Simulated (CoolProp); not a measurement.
Nitrogen along the isotherm -132.55 °C: fugacity coefficient from the reference equation and from simpler models built on Tc = -147.0 °C, pc = 3.396 MPa, ω = 0.037; each cubic takes its own stable root.

Computed with CoolProp (reference Helmholtz-energy equation of state, Span 2000).

```tsv
p (MPa)	phase	reference	van der Waals	Peng-Robinson
0.212	gas	0.9851	0.9858	0.9826
0.424	gas	0.9703	?	0.9653
0.637	gas	0.9556	0.9575	0.9482
0.849	gas	0.9410	0.9434	?
1.06	gas	?	0.9295	0.9148
1.27	gas	0.9122	?	0.8985
1.49	gas	0.8973	0.9011	?
1.7	gas	?	0.8873	?
```

### Question
Fill in the missing entries.

### Answer

- 0.424, van der Waals: 0.9717
- 0.849, Peng-Robinson: 0.9314
- 1.06, reference: 0.9265
- 1.27, van der Waals: 0.9156
- 1.49, Peng-Robinson: 0.8816
- 1.7, reference: 0.8832
- 1.7, Peng-Robinson: 0.8657
